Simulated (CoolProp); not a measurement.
Vapour-liquid equilibrium of R22 (1) + R11 (2) at 0.932 MPa; x and y are mole fractions of (1).

Computed with CoolProp (multi-fluid Helmholtz-energy mixture model, Kamei 1995 and Jacobsen 1992; pair parameters Bell 2016).

Problem. Give the bubble temperature and the first vapour's composition at x = 0.2, 0.65, 0.8. Is there an azeotrope?

Solution. x = 0.2: 340.3 K, y = 0.621; x = 0.65: 307.4 K, y = 0.914; x = 0.8: 301.2 K, y = 0.954. No azeotrope shows between x = 0.05 and 0.95.

The pair parameters rest on a limited set of measurements; away from them the model extrapolates.
